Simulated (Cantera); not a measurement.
Feed: 1 mol SiH2Cl2, 250 mol H2, held at 0.510 bar.

Equilibrium computed with Cantera from the NASA thermochemical tables; the gas is ideal and each condensed phase is pure. Candidate condensed phases: Si; 19 gas species. Gases not in the tables: Si2H6 and higher silanes. Rates play no part.

What share of the Si ends up in condensed phases as a function of T (K), at 1073, 1173, 1273, 1373, 1473, 1573, 1673, 1773, 1873, 1973, 2073?


```csv
T (K),Si condensed (%),as
1073,78.3,Si(s)
1173,90.8,Si(s)
1273,94.6,Si(s)
1373,95.2,Si(s)
1473,95.1,Si(s)
1573,94.8,Si(s)
1673,94.4,Si(s)
1773,94.4,Si(l)
1873,93.7,Si(l)
1973,91.3,Si(l)
2073,85.1,Si(l)
```
